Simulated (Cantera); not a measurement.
Standard-state values (1 bar) from the NASA 1993 polynomials, evaluated with Cantera. Values are per mole of reaction as written; species without (g) are pure solids or liquids, kept so even where they would boil at 1 bar.

Task: Between 498 and 2498 K, where is each reaction favourable under standard conditions?
- 2 SiC₂(g) + 6 CH₄(g) = 3 C₃H₈(g) + Si₂C(g)

Result: 
- 2 SiC₂(g) + 6 CH₄(g) = 3 C₃H₈(g) + Si₂C(g): ΔG° is -292 kJ at 498 K and 760 kJ at 2498 K; it changes sign between 898 and 1098 K. ΔH° is -539 kJ and ΔS° -520 J/K at 2498 K.
